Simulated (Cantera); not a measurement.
An adiabatic, constant-pressure homogeneous reactor starts with CH4 : C2H6 : C3H8 : O2 : N2 : CO2 = 1 : 0.08 : 0.097 : 1.2 : 4.69 : 0.98 (molar parts), equivalence ratio 2.3, at 1250 K and 1.01 bar. Integrator tolerance rtol = 1e-08.

Cantera simulation using GRI-Mech 3.0 (53 species, 325 reactions); the numbers are that mechanism's predictions, not measurements.

```tsv
quantity	before	after
time of steepest temperature rise	4.82 ms	2.96 ms
temperature at 0.600 s	1986 K	1886 K
equilibrium temperature	1986 K	1886 K
x(CH4) at 0.600 s	1.25e-10 (gas-phase equilibrium 1.39e-10)	1.16e-9 (gas-phase equilibrium 6.38e-10)
x(C2H6) at 0.600 s	<1e-12 (gas-phase equilibrium <1e-12)	<1e-12 (gas-phase equilibrium <1e-12)
x(C3H8) at 0.600 s	<1e-12 (gas-phase equilibrium <1e-12)	<1e-12 (gas-phase equilibrium <1e-12)
x(O2) at 0.600 s	9.43e-8 (gas-phase equilibrium 9.45e-8)	9.85e-9 (gas-phase equilibrium 9.86e-9)
x(CH3) at 0.600 s	1.04e-11 (gas-phase equilibrium 1.16e-11)	4.21e-11 (gas-phase equilibrium 2.33e-11)
```

Problem. Which change was made?
A. C2H6 0.08 to 0.16 parts
B. constant volume in place of constant pressure
C. pressure from 1.01 bar to 5.00 bar
D. CH4 1 to 0.36 parts

Solution. A, C2H6 0.08 to 0.16 parts
